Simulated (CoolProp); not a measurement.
Saturation properties of R11.

The numbers come from the reference Helmholtz-energy equation of state, Jacobsen 1992 in CoolProp.

```tsv
T (°C)	p (bar)	surface tension (mN/m)	liquid conductivity (mW/(m K))
12.85	___	19.4	___
27.75	1.167	___	86.0
42.65	___	15.6	81.8
57.55	___	13.7	77.7
72.55	___	11.9	73.6
87.45	6.235	10.2	69.6
102.35	8.661	8.50	65.6
117.25	11.72	6.88	___
132.15	15.51	___	57.5
```

Q: What belongs in the gaps?

A: 
- 12.85, p (bar): 0.6782
- 12.85, liquid conductivity (mW/(m K)): 90.3
- 27.75, surface tension (mN/m): 17.5
- 42.65, p (bar): 1.894
- 57.55, p (bar): 2.928
- 72.55, p (bar): 4.355
- 117.25, liquid conductivity (mW/(m K)): 61.5
- 132.15, surface tension (mN/m): 5.34

It boils at 23.7 °C under 1 atm.

Thermal conductivity comes from a separate model (McLinden 2000), an estimate that may be off by 10 % or more. Surface tension comes from a separate correlation (Mulero 2012).
